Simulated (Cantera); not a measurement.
Gas activation for diamond growth

An isothermal, constant-pressure homogeneous reactor starts with 3.91 % CH₄, 95.4 % H₂, 0.658 % H, at 2123 K and 0.132 atm.

Cantera simulation using GRI-Mech 3.0 (53 species, 325 reactions); the numbers are that mechanism's predictions, not measurements. GRI-Mech 3.0 stops at C3 and has no aromatics, soot or wall deposition, so with more carbon than oxygen in the feed, carbon stays in small species such as C2H2 where larger ones or solid carbon would form.

| t (s) | x CH₄ | x H₂ | x H | x C₂H₂ | x C₂H | x C₂H₆ | x CH₃ |
|---|---|---|---|---|---|---|---|
| 1.00e-5 | 0.0362 | 0.957 | 0.00392 | 3.25e-6 | 3.66e-10 | 5.62e-6 | 0.00285 |
| 3.55e-5 | 0.0357 | 0.957 | 0.00424 | 5.85e-5 | 7.15e-9 | 6.97e-6 | 0.00303 |
| 0.000126 | 0.0338 | 0.957 | 0.00516 | 0.000586 | 8.73e-8 | 8.20e-6 | 0.00350 |
| 0.000447 | 0.0276 | 0.958 | 0.00668 | 0.00349 | 6.73e-7 | 7.56e-6 | 0.00369 |
| 0.00159 | 0.0150 | 0.965 | 0.00763 | 0.0104 | 2.27e-6 | 2.60e-6 | 0.00228 |
| 0.00563 | 0.00469 | 0.970 | 0.00865 | 0.0161 | 3.98e-6 | 2.92e-7 | 0.000806 |
| 0.0200 | 0.00111 | 0.971 | 0.00945 | 0.0181 | 4.89e-6 | 1.81e-8 | 0.000208 |
| 0.0710 | 0.000292 | 0.971 | 0.00972 | 0.0186 | 5.15e-6 | 1.36e-9 | 5.64e-5 |
| 0.252 | 0.000140 | 0.971 | 0.00975 | 0.0187 | 5.19e-6 | 3.69e-10 | 2.72e-5 |
| 0.894 | 0.000133 | 0.971 | 0.00976 | 0.0187 | 5.20e-6 | 3.41e-10 | 2.58e-5 |
| 3.17 | 0.000133 | 0.971 | 0.00976 | 0.0187 | 5.20e-6 | 3.41e-10 | 2.58e-5 |
| 11.3 | 0.000133 | 0.971 | 0.00976 | 0.0187 | 5.20e-6 | 3.41e-10 | 2.58e-5 |
| 40.0 | 0.000133 | 0.971 | 0.00976 | 0.0187 | 5.20e-6 | 3.41e-10 | 2.58e-5 |
x: mole fraction; the columns are a selection and need not sum to one.

Equilibrium at this temperature and pressure: CH₄ 0.000133, H₂ 0.971, H 0.00976, C₂H₂ 0.0187, C₂H 5.20e-6, C₂H₆ 3.42e-10, CH₃ 2.59e-5 (gas phase only).
